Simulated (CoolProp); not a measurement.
Vapour-liquid equilibrium of R134a (1) + dimethyl ether (2) at 996 kPa; x and y are mole fractions of (1).

The numbers come from the multi-fluid Helmholtz-energy mixture model, Tillner-Roth 1994 and Wu 2011; pair parameters Bell 2016 in CoolProp.

Give the bubble temperature and the first vapour's composition at x = 0.05, 0.2, 0.8. Is there an azeotrope?

x = 0.05: 317.8 K, y = 0.046; x = 0.2: 318.2 K, y = 0.198; x = 0.8: 314.5 K, y = 0.833. y crosses x between x = 0.2 and 0.35: the model has an azeotrope there.

The pair parameters rest on a limited set of measurements; away from them the model extrapolates.
